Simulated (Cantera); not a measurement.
An isothermal, constant-pressure homogeneous reactor starts with C2H6 : N2 = 6.5 : 4.1 (molar parts), at 1975 K and 760 Pa.

Model: GRI-Mech 3.0 (53 species, 325 reactions), integrated in Cantera. GRI-Mech 3.0 stops at C3 and has no aromatics, soot or wall deposition, so with more carbon than oxygen in the feed, carbon stays in small species such as C2H2 where larger ones or solid carbon would form. Radical loss at walls, strong at low pressure, is not modelled.

Task: Predict: x(C2H) at 40.0 s; x(HCN) at 40.0 s; x(C2H2) at 40.0 s; x(CH3) at 40.0 s; x(CH4) at 40.0 s; x(H2) at 40.0 s.

Result: 
```json
{
  "x(C2H) at 40.0 s": "0.000101 (gas-phase equilibrium 8.07e-5)",
  "x(HCN) at 40.0 s": "0.000266 (gas-phase equilibrium 0.109)",
  "x(C2H2) at 40.0 s": "0.274 (gas-phase equilibrium 0.219)",
  "x(CH3) at 40.0 s": "1.07e-5 (gas-phase equilibrium 1.07e-5)",
  "x(CH4) at 40.0 s": "2.51e-5 (gas-phase equilibrium 2.51e-5)",
  "x(H2) at 40.0 s": "0.542 (gas-phase equilibrium 0.542)"
}
```
